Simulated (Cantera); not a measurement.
Standard-state values (1 bar) from the NASA 1993 polynomials, evaluated with Cantera. Values are per mole of reaction as written; species without (g) are pure solids or liquids, kept so even where they would boil at 1 bar.

Between 300 and 548 K, where is each reaction favourable under standard conditions?
- 12 OH(g) + P4O10 ⇌ 4 PH3(g) + 11 O2(g)


- 12 OH(g) + P4O10 ⇌ 4 PH3(g) + 11 O2(g): ΔG° is 2360 kJ at 300 K and 2205 kJ at 548 K; it stays positive (K < 1). ΔH° is 2530 kJ and ΔS° 594 J/K at 548 K.
